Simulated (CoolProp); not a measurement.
Computed with CoolProp (reference Helmholtz-energy equation of state, Wu 2011).

Problem. Give the vapour pressure (MPa), enthalpy of vaporisation (kJ/kg), vapour viscosity (µPa s) of saturated dimethyl ether at 314.7 K.

Solution. 
| T (K) | p (MPa) | enthalpy of vaporisation (kJ/kg) | vapour viscosity (µPa s) |
|---|---|---|---|
| 314.7 | 0.926 | 374 | 9.85 |

Viscosity comes from a separate model (Meng 2012).
